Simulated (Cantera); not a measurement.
Mixture: CO : H2 : CH4 : O2 : N2 = 1 : 0.79 : 0.61 : 2.98 : 11.2 (molar parts), at 12.0 bar, adiabatic and at constant volume. Ignition delay is the time to a rise of 400 K.

Detailed kinetics in Cantera: GRI-Mech 3.0 (53 species, 325 reactions). The pressure lies above the range GRI-Mech 3.0 was tuned for (to about 10 atm).

Problem. Predict: delay at 1100 K; delay at 1175 K; delay at 1250 K; delay at 1325 K; delay at 1400 K; delay at 1475 K; delay at 1550 K; apparent activation energy between 1400 and 1550 K.

Solution. 
```
Quantity                                                Result
--------------------------------------------------  ----------
delay at 1100 K                                       0.769 ms
delay at 1175 K                                       0.194 ms
delay at 1250 K                                        70.9 µs
delay at 1325 K                                        33.7 µs
delay at 1400 K                                        18.7 µs
delay at 1475 K                                        11.4 µs
delay at 1550 K                                        7.47 µs
apparent activation energy between 1400 and 1550 K  110 kJ/mol
```
